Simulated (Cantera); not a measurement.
Input: 1 mol Pb, 0.0043 mol O2, 230 mol H2, equilibrated at 1075 K and 75.0 Torr.

Equilibrium computed with Cantera from the NASA thermochemical tables; the gas is ideal and each condensed phase is pure. Candidate condensed phases: H2O, Pb, PbO, PbO2, Pb3O4; 12 gas species. Kinetics and transport are ignored.

Base state: H2 0.999, Pb 0.000759, H2O 3.74e-5 (mole fractions); condensed: Pb(l).

Task: What changes in the equilibrium state with this change: Pb replaced by Si?

Result: 
| species | before | after |
|---|---|---|
| H2 | 0.999 | 1.00 |
| H2O | 3.74e-5 | 5.42e-9 |
| Pb | 0.000759 | 0 |
| Pb(l), mol | 0.825 | 0 |
| Si(s), mol | 0 | 0.996 |
| SiO2(β-quartz), mol | 0 | 0.00429 |
Mutual solubility and eutectic melting of coexisting phases are not modelled. Further candidate phases: Si, SiO2.

Task: What changes in the equilibrium state with this change: 0.55 mol NH3 added?

Result: 
```tsv
species	before	after
H2	0.999	0.998
N2	0	0.00119
Pb	0.000759	0.000759
H2O	3.74e-5	3.72e-5
Pb(l), mol	0.825	0.824
```
